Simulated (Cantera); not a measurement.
Input (Python, Cantera):

```python
import numpy as np
import cantera as ct

gas = ct.Solution("h2o2.yaml")
gas.TPX = 575, 330000, {'H2': 1, 'O2': 0.417, 'N2': 1.2, 'H2O': 0.85}
flame = ct.FreeFlame(gas, width=0.017)
flame.set_refine_criteria(ratio=3, slope=0.08, curve=0.16)
flame.transport_model = "mixture-averaged"
flame.solve(loglevel=0, auto=True)
z, T = flame.grid, flame.T
thick = (T[-1] - T[0]) / np.gradient(T, z).max()
show = ['H2', 'O2', 'H2O', 'H', 'O', 'H2O2']
print(f"laminar burning velocity  {flame.velocity[0] * 100:.3f} cm/s")
print(f"burnt temperature         {T[-1]:.1f} K")
print(f"thermal thickness         {thick * 1e3:.4f} mm")
print(f"grid points               {len(z)}")
z0 = z[flame.heat_release_rate.argmax()]
print(f"{'z/mm':>9s}{'T/K':>9s}{'u/(m/s)':>9s}" + "".join(f"{s:>11s}" for s in show))
rows = []
for k in (-3, -2, -1.5, -1, -0.5, -0.25, 0, 0.25, 0.5, 1, 2, 4, 8):
    zz = z0 + k * thick
    rows.append([k * thick, np.interp(zz, z, T), np.interp(zz, z, flame.velocity),
                 *(np.interp(zz, z, flame.X[gas.species_index(s)]) for s in show)])
    print(f"{rows[-1][0] * 1e3:9.3f}{rows[-1][1]:9.1f}{rows[-1][2]:9.3f}" + "".join(f"{x:11.3e}" for x in rows[-1][3:]))
```

It prints:

```
laminar burning velocity  431.012 cm/s
burnt temperature         2230.9 K
thermal thickness         0.0869 mm
grid points               107
     z/mm      T/K  u/(m/s)         H2         O2        H2O          H          O       H2O2
   -0.261    575.0    4.310  2.883e-01  1.203e-01  2.452e-01  7.583e-14  6.857e-12  2.920e-10
   -0.174    575.1    4.308  2.880e-01  1.203e-01  2.453e-01  2.674e-12  2.395e-10  4.442e-09
   -0.130    575.4    4.305  2.869e-01  1.205e-01  2.458e-01  4.403e-11  3.868e-09  5.405e-08
   -0.087    578.7    4.306  2.822e-01  1.212e-01  2.476e-01  1.179e-09  7.023e-08  8.372e-07
   -0.043    648.6    4.684  2.556e-01  1.231e-01  2.615e-01  1.410e-05  6.232e-06  4.167e-05
   -0.022    921.8    6.443  2.130e-01  1.134e-01  3.009e-01  1.151e-03  1.636e-04  1.314e-04
    0.000   1318.0    9.010  1.552e-01  8.346e-02  3.726e-01  8.094e-03  1.231e-03  4.644e-05
    0.022   1594.4   10.803  1.060e-01  4.819e-02  4.403e-01  1.646e-02  2.464e-03  6.778e-06
    0.043   1749.6   11.804  7.986e-02  2.652e-02  4.791e-01  1.932e-02  2.782e-03  4.189e-06
    0.087   1900.9   12.749  6.416e-02  1.203e-02  5.071e-01  1.656e-02  2.385e-03  2.468e-06
    0.174   2024.3   13.482  5.824e-02  6.455e-03  5.235e-01  1.080e-02  1.414e-03  1.412e-06
    0.348   2112.9   13.987  5.406e-02  3.415e-03  5.358e-01  6.463e-03  6.763e-04  8.212e-07
    0.695   2169.0   14.298  5.091e-02  1.595e-03  5.444e-01  3.825e-03  2.907e-04  4.452e-07
```

Cantera simulation using the H2/O2 subset of GRI-Mech 3.0, which has no nitrogen chemistry; the numbers are that mechanism's predictions, not measurements. The hydrogen kinetics of GRI-Mech 3.0 are dated; newer H2 mechanisms differ, most at raised pressure. Burning velocities carry a grid error of a few per cent, more on coarse grids.
